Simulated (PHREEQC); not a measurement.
Na3PO4 is added in steps, without added water, to 1 kg of water holding 0.0081 mol/kgw KH2PO4, 0.0012 mol/kgw H2SO4 and 1.7e-05 mol/kgw H4SiO4, at 20 °C. O2 is buffered at 0.21 atm. No CO2 enters from the air. The run lets Quartz, Mirabilite precipitate or redissolve, and no other solid.

Base run: PHREEQC, ion-association model, wateq4f.dat. Each further column changes one thing. The table gives HSO4- (mol/kgw).

```tsv
Na3PO4 added (mol)	base	metal-ligand complexes left out	database phreeqc.dat	Debye-Hückel limiting law	all activity coefficients set to 1
0	8.16e-5	8.40e-5	8.17e-5	?	?
0.001215	9.42e-7	9.73e-7	9.42e-7	?	1.02e-6
0.002835	1.44e-8	1.49e-8	1.44e-8	1.44e-8	1.40e-8
0.00405	6.92e-9	7.18e-9	6.93e-9	6.93e-9	?
0.005265	3.93e-9	4.09e-9	3.93e-9	?	?
0.006885	1.93e-9	2.02e-9	1.93e-9	1.94e-9	1.85e-9
0.0081	1.06e-9	1.11e-9	1.06e-9	1.06e-9	?
```

### Question
Complete the blanks.

### Answer

- 0, Debye-Hückel limiting law: 7.74e-5
- 0, all activity coefficients set to 1: 0.000106
- 0.001215, Debye-Hückel limiting law: 9.22e-7
- 0.00405, all activity coefficients set to 1: 6.71e-9
- 0.005265, Debye-Hückel limiting law: 3.94e-9
- 0.005265, all activity coefficients set to 1: 3.78e-9
- 0.0081, all activity coefficients set to 1: 1.00e-9

H3PO4, which wateq4f.dat lacks, is added to it with the constant of phreeqc.dat.  phreeqc.dat and wateq4f.dat share most of their constants, so their agreement is no independent check. Solids allowed in the column 'database phreeqc.dat': SiO2(a).
